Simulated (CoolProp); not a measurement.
Vapour-liquid equilibrium of R125 (1) + n-butane (2) at 254.2 K; x and y are mole fractions of (1).

Computed with CoolProp (multi-fluid Helmholtz-energy mixture model, Lemmon 2005 and Bücker 2006; pair parameters Bell 2016).

```json
[
 {"x": "0.05", "bubble pressure, mixture model (MPa)": "0.1191", "bubble pressure, Raoult's law (MPa)": "0.06256", "y, mixture model": "0.609", "y, Raoult's law": "0.280"},
 {"x": "0.15", "bubble pressure, mixture model (MPa)": "0.2148", "bubble pressure, Raoult's law (MPa)": "0.09290", "y, mixture model": "0.793", "y, Raoult's law": "0.566"},
 {"x": "0.25", "bubble pressure, mixture model (MPa)": "0.2662", "bubble pressure, Raoult's law (MPa)": "0.1232", "y, mixture model": "0.840", "y, Raoult's law": "0.712"},
 {"x": "0.35", "bubble pressure, mixture model (MPa)": "0.2919", "bubble pressure, Raoult's law (MPa)": "0.1536", "y, mixture model": "0.859", "y, Raoult's law": "0.799"},
 {"x": "0.45", "bubble pressure, mixture model (MPa)": "0.3047", "bubble pressure, Raoult's law (MPa)": "0.1839", "y, mixture model": "0.868", "y, Raoult's law": "0.858"},
 {"x": "0.55", "bubble pressure, mixture model (MPa)": "0.3122", "bubble pressure, Raoult's law (MPa)": "0.2142", "y, mixture model": "0.875", "y, Raoult's law": "0.900"},
 {"x": "0.65", "bubble pressure, mixture model (MPa)": "0.3190", "bubble pressure, Raoult's law (MPa)": "0.2446", "y, mixture model": "0.882", "y, Raoult's law": "0.932"},
 {"x": "0.75", "bubble pressure, mixture model (MPa)": "0.3272", "bubble pressure, Raoult's law (MPa)": "0.2749", "y, mixture model": "0.895", "y, Raoult's law": "0.957"},
 {"x": "0.85", "bubble pressure, mixture model (MPa)": "0.3373", "bubble pressure, Raoult's law (MPa)": "0.3053", "y, mixture model": "0.918", "y, Raoult's law": "0.977"},
 {"x": "0.95", "bubble pressure, mixture model (MPa)": "0.3474", "bubble pressure, Raoult's law (MPa)": "0.3356", "y, mixture model": "0.963", "y, Raoult's law": "0.993"}
]
```

The largest gap from Raoult's law is +131.2 % in bubble pressure, at x = 0.15. No azeotrope shows between x = 0.05 and 0.95.

The pair parameters rest on a limited set of measurements; away from them the model extrapolates. With so large a gap from Raoult's law the liquid may split in two, which this calculation doesn't test in full.
